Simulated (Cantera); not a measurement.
Feed: 1 mol Si, 0.77 mol Cl₂, 5.7 mol H₂, equilibrated at 1250 K and 0.100 bar.

These are equilibrium values from Cantera (NASA tables, ideal gas, pure condensed phases), not measurements of a reactor. Candidate condensed phases: Si; 19 gas species. The tables' values for SiCl₃ are old estimates; treat these amounts as uncertain. Rates play no part.

Base state: H₂ 0.870, HCl 0.0746, SiCl₄ 0.0224, SiCl₂ 0.0161, SiHCl₃ 0.00929, SiCl₃ 0.00709, SiH₂Cl₂ 0.000524 (mole fractions); condensed: Si(s).

Task: What changes in the equilibrium state with this change: Cl₂ from 0.77 to 6.1 mol?

Result: 
```csv
species,before,after
HCl,0.0746,0.761
H₂,0.870,0.147
SiCl₄,0.0224,0.0906
SiCl₂,0.0161,0.000106
SiH₂Cl₂,0.000524,5.81e-7
SiHCl₃,0.00929,0.000622
"Si(s), mol",0.654,0
```

Task: What changes in the equilibrium state with this change: temperature from 1250 K to 950 K?

Result: 
```
species       before     after
----------  --------  --------
H₂             0.870     0.923
SiCl₄         0.0224    0.0463
SiHCl₃       0.00929    0.0180
HCl           0.0746    0.0109
SiCl₂         0.0161  0.000197
SiCl₃        0.00709  0.000523
SiH₂Cl₂     0.000524  0.000708
Si(s), mol     0.654     0.601
```
